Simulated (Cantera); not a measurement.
A closed system holds: 1 mol Hg, a varied amount of H2, at 848.15 K and 0.133 bar.

These are equilibrium values from Cantera (NASA tables, ideal gas, pure condensed phases), not measurements of a reactor. Candidate condensed phases: Hg; 3 gas species. The numbers say what is thermodynamically allowed, not how fast it happens.

x: gas mole fraction; nothing condenses.

| n(H2) (mol) | x Hg | x H2 |
|---|---|---|
| 0.11 | 0.901 | 0.0991 |
| 0.17 | 0.855 | 0.145 |
| 0.26 | 0.794 | 0.206 |
| 0.39 | [?] | [?] |
| 0.61 | [?] | [?] |
| 0.93 | 0.518 | 0.482 |
| 1.4 | 0.417 | 0.583 |
| 2.2 | 0.312 | 0.688 |
| 3.4 | 0.227 | 0.773 |
| 5.2 | 0.161 | 0.839 |

### Question
What belongs in the gaps?

### Answer

- 0.61, x Hg: 0.621
- 0.61, x H2: 0.379
- 0.39, x Hg: 0.719
- 0.39, x H2: 0.281
